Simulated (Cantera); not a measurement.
An isothermal, constant-pressure homogeneous reactor starts with 1.01 % CO, 3.29 % O₂, 4.30 % H₂O, 91.4 % N₂, at 1300 K and 7500 Torr.

Computed with Cantera and GRI-Mech 3.0 (53 species, 325 reactions).

x: mole fraction; the columns are a selection and need not sum to one.

```tsv
t (s)	x CO	x O₂	x H₂O	x CO₂	x HO₂	x N₂O
7.00e-6	0.0101	0.0329	0.0430	7.21e-9	1.47e-9	<1e-12
2.88e-5	0.0101	0.0329	0.0430	9.42e-8	3.55e-8	1.01e-11
0.000118	0.0100	0.0329	0.0430	6.64e-6	2.20e-6	5.90e-10
0.000487	0.00887	0.0323	0.0429	0.00119	2.37e-5	9.66e-8
0.00201	[?]	0.0305	0.0430	[?]	[?]	[?]
0.00825	0.00114	0.0286	0.0431	0.00896	5.45e-6	8.03e-7
0.0339	5.44e-5	0.0280	0.0432	0.0101	3.55e-7	7.27e-7
0.140	2.00e-8	0.0280	0.0432	0.0101	9.81e-9	2.23e-7
0.574	2.94e-9	0.0280	0.0432	0.0101	9.66e-9	3.63e-8
2.36	2.94e-9	0.0280	0.0432	0.0101	9.66e-9	3.55e-8
9.72	2.94e-9	0.0280	0.0432	0.0101	9.66e-9	3.55e-8
40.0	2.94e-9	0.0280	0.0432	0.0101	9.66e-9	3.55e-8
```

Q: What belongs in the gaps?

A: 
- 0.00201, x CO: 0.00501
- 0.00201, x CO₂: 0.00507
- 0.00201, x HO₂: 1.66e-5
- 0.00201, x N₂O: 4.34e-7
